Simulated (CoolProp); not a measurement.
The fluoroketone C6F12O (FK-5-1-12) along the isotherm 114.45 °C: fugacity coefficient from the reference equation and from simpler models built on Tc = 168.7 °C, pc = 1869 kPa, ω = 0.471; each cubic takes its own stable root.

Computed with CoolProp (reference Helmholtz-energy equation of state, McLinden 2015).

```tsv
p (kPa)	phase	reference	van der Waals	Soave-Redlich-Kwong
389	gas	0.8837	0.9158	0.8882
779	liquid	0.6629	0.8308	0.6771
1170	liquid	0.4547	0.7134	0.4665
1560	liquid	0.3513	0.5625	0.3618
1950	liquid	0.2895	0.4725	0.2992
2340	liquid	0.2484	0.4129	0.2577
2730	liquid	0.2192	0.3709	0.2282
3120	liquid	0.1975	0.3398	0.2062
3500	liquid	0.1811	0.3165	0.1896
3890	liquid	0.1677	0.2978	0.1761
4280	liquid	0.1568	0.2830	0.1651
4670	liquid	0.1479	0.2709	0.1562
```

At some of these states van der Waals gives the other phase, because its saturation line lies elsewhere.
